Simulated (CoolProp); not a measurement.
Vapour-liquid equilibrium of benzene (1) + cyclohexane (2) at 383 K; x and y are mole fractions of (1).

Computed with CoolProp (multi-fluid Helmholtz-energy mixture model, Thol 2012 and Zhou 2014; pair parameters Bell 2016).

```csv
x,bubble pressure (MPa),y at the bubble point,dew pressure at overall composition x (MPa),liquid density (mol/L)
0.05,0.2295,0.066,0.2285,8.256
0.15,0.2367,0.184,0.2347,8.397
0.25,0.2423,0.288,0.2404,8.546
0.35,0.2463,0.382,0.2450,8.703
0.45,0.2489,0.470,0.2484,8.869
0.55,0.2500,0.554,0.2500,9.045
0.65,0.2496,0.639,0.2495,9.231
0.75,0.2477,0.727,0.2469,9.428
0.85,0.2438,0.823,0.2425,9.637
0.95,0.2376,0.935,0.2367,9.859
```

y crosses x between x = 0.55 and 0.65: the model has an azeotrope there.

Pair parameters are fitted to limited data, so mixtures are less certain than the pure fluids.
